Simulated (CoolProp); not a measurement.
C3F8 (R218) along the isobar 1.01 bar: Z from the reference equation and from simpler models built on Tc = 71.9 °C, pc = 26.40 bar, ω = 0.317; each cubic takes its own stable root.

Computed with CoolProp (reference Helmholtz-energy equation of state, Lemmon 2006). It is a short technical equation, of lower accuracy than the large ones.

| T (°C) | phase | reference |
|---|---|---|
| -63.85 | liquid | 0.006369 |
| -46.65 | liquid | 0.006113 |
| -29.45 | gas | 0.9535 |
| -12.35 | gas | 0.9648 |
| 4.85 | gas | 0.9724 |
| 22.05 | gas | 0.9780 |
| 39.15 | gas | 0.9820 |
| 56.35 | gas | 0.9852 |
| 73.45 | gas | 0.9876 |
| 90.65 | gas | 0.9896 |

Problem. How far does each simpler model (van der Waals, Soave-Redlich-Kwong) lie from the reference over these 10 states: mean and median of the absolute difference, and the worst?

Solution. 
- van der Waals: mean 3077.1 %, median 0.7 %, worst +15749.8 % at -46.65 °C and 1.01 bar
- Soave-Redlich-Kwong: mean 1.2 %, median 0.1 %, worst +5.4 % at -63.85 °C and 1.01 bar

At some of these states van der Waals gives the other phase, because its saturation line lies elsewhere.
